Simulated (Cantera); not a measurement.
Feed: 1 mol C3H6, 0.047 mol CO2, 0.32 mol NH3, at 383 Torr.

Equilibrium computed with Cantera from the NASA thermochemical tables; the gas is ideal and each condensed phase is pure. Candidate condensed phases: C, C6H6, C7H8, C8H18, H2O; 136 gas species. Equilibrium is a limit: real reactors are often held back by kinetics, nucleation or transport.

x: gas mole fraction; n: condensed amount in mol.

```
T (°C)   x H2    x N2    x CO     x HCN       x H     x CH4  x C2H2 (acetylene)  n C(graphite)
------  -----  ------  ------  --------  --------  --------  ------------------  -------------
1275    0.931  0.0427  0.0252  0.000293   4.16e-5  0.000907             1.46e-5           2.95
1325    0.931  0.0427  0.0252  0.000403   7.19e-5  0.000728             2.51e-5           2.95
1375    0.931  0.0426  0.0252  0.000544  0.000120  0.000592             4.16e-5           2.95
1425    0.931  0.0425  0.0252  0.000721  0.000195  0.000488             6.71e-5           2.95
1475    0.931  0.0424  0.0252         …         …         …                   …           2.95
1525    0.930  0.0422  0.0252   0.00121  0.000476  0.000342            0.000161           2.95
1575    0.930  0.0421  0.0252   0.00152  0.000716  0.000291            0.000239           2.94
1625    0.929  0.0418  0.0252         …         …         …                   …           2.94
1675    0.929  0.0416  0.0252   0.00235   0.00152  0.000215            0.000500           2.94
```

**Question.** What belongs in the gaps?

**Answer.** 
- 1625, x HCN: 0.00190
- 1625, x H: 0.00106
- 1625, x CH4: 0.000249
- 1625, x C2H2 (acetylene): 0.000350
- 1475, x HCN: 0.000939
- 1475, x H: 0.000309
- 1475, x CH4: 0.000406
- 1475, x C2H2 (acetylene): 0.000105
